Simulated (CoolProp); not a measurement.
Saturation properties of methanol (Tc = 240.2 °C, pc = 8.216 MPa, ω = 0.565).

Model: reference Helmholtz-energy equation of state, de Reuck 1993, in CoolProp.

| T (°C) | p (MPa) | enthalpy of vaporisation (kJ/kg) | surface tension (mN/m) |
|---|---|---|---|
| 30.35 | 0.02230 | 1161 | 21.7 |
| 37.55 | 0.03166 | 1149 | 21.1 |
| 44.75 | 0.04415 | 1137 | 20.5 |
| 51.85 | 0.06031 | 1125 | 19.9 |
| 59.05 | 0.08150 | 1111 | 19.3 |
| 66.15 | (withheld) | 1098 | 18.7 |
| 73.35 | 0.1422 | (withheld) | (withheld) |
| 80.45 | 0.1840 | 1068 | 17.4 |
| 87.65 | 0.2363 | 1052 | 16.8 |
| 94.75 | 0.2991 | 1035 | 16.1 |
| 101.95 | (withheld) | 1017 | (withheld) |
| 109.05 | 0.4668 | 998.0 | (withheld) |
| 116.25 | 0.5762 | 977.4 | 14.0 |
| 123.35 | 0.7033 | 955.8 | 13.3 |
| 130.55 | 0.8542 | 932.3 | 12.5 |

Question: Some entries are withheld; supply them.

Answer: 
- 66.15, p (MPa): 0.1082
- 73.35, enthalpy of vaporisation (kJ/kg): 1083
- 73.35, surface tension (mN/m): 18.0
- 101.95, p (MPa): 0.3760
- 101.95, surface tension (mN/m): 15.4
- 109.05, surface tension (mN/m): 14.7

It boils at 64.5 °C under 1 atm.

Surface tension comes from a separate correlation (Mulero 2012).
